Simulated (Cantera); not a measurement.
# Carbon deposition, reforming and gasification: CO + H2

A closed system holds: 1 mol CO, 17 mol H2, at 1675 K.

Equilibrium computed with Cantera from the NASA thermochemical tables; the gas is ideal and each condensed phase is pure. Candidate condensed phases: C, C6H6, C7H8, C8H18, H2O; 110 gas species. The ideal-gas law is rough above about 30 bar. Equilibrium is a limit: real reactors are often held back by kinetics, nucleation or transport.

```
P (Pa)     x H2    x CO     x CH4     x H2O       x H     x CO2
--------  -----  ------  --------  --------  --------  --------
10        0.934  0.0552   3.11e-9   9.69e-8    0.0112   1.73e-9
72        0.940  0.0554   4.26e-8   3.76e-7   0.00420   6.69e-9
520       0.943  0.0555   5.40e-7   1.56e-6   0.00156   2.77e-8
3700      0.944  0.0555   5.58e-6   7.68e-6  0.000586   1.36e-7
27000     0.944  0.0555   4.67e-5   4.89e-5  0.000217   8.67e-7
190000    0.944  0.0552  0.000336  0.000334   8.18e-5   5.90e-6
1400000   0.942  0.0533   0.00244   0.00240   3.01e-5   4.10e-5
10000000  0.928  0.0419    0.0151    0.0149   1.12e-5  0.000203
```
x: gas mole fraction; nothing condenses.

From 10.0 Pa to 100 bar nothing is condensed. The main C-bearing gas is CO throughout.
